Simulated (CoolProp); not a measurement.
Diethyl ether along the isotherm 255.85 °C: fugacity coefficient from the reference equation and from simpler models built on Tc = 194.7 °C, pc = 3.717 MPa, ω = 0.282; each cubic takes its own stable root.

The numbers come from the reference Helmholtz-energy equation of state, Thol 2014 in CoolProp.

```csv
p (MPa),phase,reference,van der Waals,Redlich-Kwong,Peng-Robinson
0.143,gas,0.9916,0.9916,0.9909,0.9903
0.286,gas,0.9833,0.9831,0.9818,0.9806
0.429,gas,0.9750,0.9747,0.9727,0.9710
0.572,gas,0.9666,0.9664,0.9637,0.9615
0.715,gas,0.9583,0.9580,0.9548,0.9520
0.858,gas,0.9501,0.9496,0.9459,0.9426
1,gas,0.9418,0.9414,0.9371,0.9334
1.14,gas,0.9338,0.9332,0.9284,0.9243
1.29,gas,0.9251,0.9245,0.9192,0.9147
1.43,gas,0.9171,0.9164,0.9106,0.9058
1.57,gas,0.9090,0.9082,0.9021,0.8969
1.72,gas,0.9004,0.8996,0.8930,0.8875
1.86,gas,0.8924,0.8915,0.8845,0.8788
```
